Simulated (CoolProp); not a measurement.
Vapour-liquid equilibrium of toluene (1) + n-decane (2) at 239.65 °C; x and y are mole fractions of (1).

The numbers come from the multi-fluid Helmholtz-energy mixture model, Lemmon 2006 and Lemmon 2006; pair parameters Bell 2016 in CoolProp.

| x | bubble pressure (kPa) | y at the bubble point | dew pressure at overall composition x (kPa) | liquid density (mol/L) |
|---|---|---|---|---|
| 0.05 | 460.6 | 0.121 | 434.7 | 3.861 |
| 0.125 | 528.2 | 0.274 | 462.2 | 4.000 |
| 0.2 | 599.4 | 0.400 | 493.2 | 4.147 |
| 0.275 | 673.2 | 0.503 | 528.5 | 4.304 |
| 0.35 | 748.6 | 0.588 | 569.0 | 4.471 |
| 0.425 | 824.9 | 0.660 | 616.0 | 4.651 |
| 0.5 | 901.7 | 0.721 | 671.0 | 4.844 |
| 0.575 | 978.9 | 0.774 | 736.1 | 5.054 |
| 0.65 | 1057 | 0.821 | 813.9 | 5.283 |
| 0.725 | 1135 | 0.864 | 907.4 | 5.533 |
| 0.8 | 1215 | 0.904 | 1020 | 5.808 |
| 0.875 | 1295 | 0.941 | 1156 | 6.114 |
| 0.95 | 1378 | 0.977 | 1315 | 6.455 |

No azeotrope shows between x = 0.05 and 0.95.

Pair parameters are fitted to limited data, so mixtures are less certain than the pure fluids.
